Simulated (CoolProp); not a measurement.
Properties of hydrogen chloride at several states.

The numbers come from the reference Helmholtz-energy equation of state, Thol 2018 in CoolProp.

| T (K) | p (kPa) | phase | Z | cv (kJ/(kg K)) | isothermal compressibility (1/MPa) |
|---|---|---|---|---|---|
| 492.8 | 689 | gas | 0.9918 | (withheld) | 1.463 |
| 580.9 | 34.3 | gas | 0.9998 | (withheld) | 29.16 |
| 531.2 | 391 | gas | 0.9964 | (withheld) | 2.567 |

Task: Fill in the missing entries.

Result: 
- 492.8, cv (kJ/(kg K)): 0.5769
- 580.9, cv (kJ/(kg K)): 0.5814
- 531.2, cv (kJ/(kg K)): 0.5781
